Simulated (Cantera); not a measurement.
**Thermodynamics of aluminium nitride and oxide growth, feed Al(CH3)3 + O2 + N2**

Input: 1 mol Al(CH3)3, 0.4 mol O2, 110 mol N2, equilibrated at 1.33 mbar.

These are equilibrium values from Cantera (NASA tables, ideal gas, pure condensed phases), not measurements of a reactor. Candidate condensed phases: Al, AlN, Al2O3, C, C6H6, C7H8, C8H18, H2O; 148 gas species. The feed counts by its element totals alone. Mutual solubility and eutectic melting of coexisting phases are not modelled. Rates play no part.

| T (°C) | x N2 | x H2 | x CO | x HCN | x H | n AlN(s) | n Al2O3(s) | n C(graphite) |
|---|---|---|---|---|---|---|---|---|
| 652 | 0.961 | 0.0394 | 1.15e-5 | 2.75e-7 | 1.42e-9 | 0.468 | 0.266 | 3.00 |
| 702 | 0.961 | 0.0394 | 5.43e-5 | 6.69e-7 | 6.22e-9 | 0.471 | 0.265 | 2.99 |
| 752 | 0.960 | 0.0394 | 0.000220 | 1.49e-6 | 2.37e-8 | 0.483 | 0.258 | 2.97 |
| 802 | 0.960 | 0.0394 | 0.000784 | 3.08e-6 | 7.97e-8 | 0.526 | 0.237 | 2.91 |
| 852 | 0.958 | 0.0393 | 0.00248 | 5.96e-6 | 2.41e-7 | 0.656 | 0.172 | 2.72 |
| 902 | 0.954 | 0.0392 | 0.00697 | 1.09e-5 | 6.65e-7 | 1.00 | 0 | 2.20 |
| 952 | 0.954 | 0.0392 | 0.00697 | 1.89e-5 | 1.69e-6 | 1.00 | 0 | 2.20 |
| 1002 | 0.954 | 0.0392 | 0.00697 | 3.15e-5 | 4.00e-6 | 1.00 | 0 | 2.20 |
| 1052 | 0.954 | 0.0392 | 0.00697 | 5.04e-5 | 8.86e-6 | 1.00 | 0 | 2.19 |
| 1102 | 0.954 | 0.0391 | 0.00697 | 7.80e-5 | 1.86e-5 | 1.000 | 0 | 2.19 |
| 1152 | 0.954 | 0.0391 | 0.00697 | 0.000117 | 3.70e-5 | 1.000 | 0 | 2.19 |
| 1202 | 0.954 | 0.0391 | 0.00697 | 0.000171 | 7.02e-5 | 1.000 | 0 | 2.18 |
| 1252 | 0.954 | 0.0390 | 0.00697 | 0.000243 | 0.000128 | 1.000 | 0 | 2.17 |
x: gas mole fraction; n: condensed amount in mol.

From 652 °C to 852 °C the condensed part is AlN(s) + Al2O3(s) + C(graphite). From 902 °C to 1252 °C the condensed part is AlN(s) + C(graphite).
